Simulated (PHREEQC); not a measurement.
Consider water at 25 °C with 140 mmol/kgw HF. Closed to the air; pH follows from the charge balance.

Model: ion-association model, wateq4f.dat, run in PHREEQC.

No solid was allowed to form.

**Question.** Predict the pH, ionic strength.

**Answer.** pH 2.05; ionic strength 0.00975 mol/kgw.

**Question.** In which forms is F present?

**Answer.** HF 63 %, H2F2 29 %, F- 5.2 %, HF2- 3.5 % of the F.

Species that the database lacks are ignored. wateq4f.dat counts part of the HF as a dimer, H2F2, which phreeqc.dat doesn't know; its constant is uncertain.
